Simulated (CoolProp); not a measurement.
Vapour-liquid equilibrium of CH2F2 (R32) (1) + R134a (2) at 314.6 K; x and y are mole fractions of (1).

Values from CoolProp's multi-fluid Helmholtz-energy mixture model, Tillner-Roth 1997 and Tillner-Roth 1994; pair parameters Lemmon 2004.

**Question.** Give the bubble pressure and the first vapour's composition at x = 0.05, 0.2, 0.5. Is there an azeotrope?

**Answer.** x = 0.05: 1.126 MPa, y = 0.094; x = 0.2: 1.334 MPa, y = 0.324; x = 0.5: 1.763 MPa, y = 0.646. No azeotrope shows between x = 0.05 and 0.95.

The pair parameters rest on a limited set of measurements; away from them the model extrapolates.
